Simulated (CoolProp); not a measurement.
Values from CoolProp's reference Helmholtz-energy equation of state, Lemmon 2006. It is a short technical equation, of lower accuracy than the large ones.

Question: Give the vapour pressure (bar), liquid density (kg/m³), vapour density (kg/m³), enthalpy of vaporisation (kJ/kg) of saturated nitrous oxide at 247.4, 273.8, 293.6 K.

Answer: 
```
T (K)  p (bar)  liquid density (kg/m³)  vapour density (kg/m³)  enthalpy of vaporisation (kJ/kg)
-----  -------  ----------------------  ----------------------  --------------------------------
247.4     15.1                    1020                    39.0                               287
273.8     31.7                     904                    86.8                               231
293.6     51.0                     782                     160                               168
```
